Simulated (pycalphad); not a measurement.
An equivalent pycalphad script:

```python
from pycalphad import Database, equilibrium, calculate, variables as v
import numpy as np
db = Database('COST507.tdb')
comps = ['TI', 'HF', 'B', 'VA']
phases = ['B2M', 'B2TI', 'B4M3', 'B4TI3', 'BCC_A2', 'BETA_RHOMBO_B', 'BM', 'BTI', 'HCP_A3', 'LIQUID']
eq = equilibrium(db, comps, phases, {v.X('HF'): 0.0129, v.X('B'): 0.0219, v.T: np.arange(2850, 499, -50), v.P: 101325, v.N: 1}, output=['HM', 'SM'])
```

Source of the numbers: pycalphad with the COST 507 light-alloy database (1999); pressure 1 atm. The data set is of 1999 and partly superseded. Phase fractions are per mole of atoms. Diffusion is slow at the low end, where real alloys seldom reach equilibrium.

Results at three of the temperatures:

```
T = 2600.00 K, P = 101325 Pa, N = 1 mol of atoms
G = -194501 J/mol, H = 97995 J/mol, S = 112.50 J/(mol K)  (SER reference)
chemical potentials (J/mol): Ti -190357, Hf -327479, B -298842
phase             fraction      x(Ti)      x(Hf)       x(B)
LIQUID              1.0000     0.9652     0.0129     0.0219
```

```
T = 2350.00 K, P = 101325 Pa, N = 1 mol of atoms
G = -166948 J/mol, H = 86511 J/mol, S = 107.85 J/(mol K)  (SER reference)
chemical potentials (J/mol): Ti -162960, Hf -286707, B -272131
phase             fraction      x(Ti)      x(Hf)       x(B)
LIQUID              1.0000     0.9652     0.0129     0.0219
```

```
T = 1100.00 K, P = 101325 Pa, N = 1 mol of atoms
G = -55097 J/mol, H = 20379 J/mol, S = 68.62 J/(mol K)  (SER reference)
chemical potentials (J/mol): Ti -51624, Hf -102651, B -180174
phase             fraction      x(Ti)      x(Hf)       x(B)
HCP_A3              0.9590     0.9851     0.0134     0.0014
BM                  0.0410     0.4991   0.000904     0.5000
```

Changes of the phase set, refined by bisection:

```csv
T (°C),phases above,phases below
1619.4,liquid,bcc + liquid
1541.0,bcc + liquid,bcc + BM
873.3,bcc + BM,bcc + BM + hcp
870.1,bcc + BM + hcp,BM + hcp
```

Database names, with the compositions (at.%) that they take in these runs: BM: Ti 50 B 50. HCP_A3 is hcp.
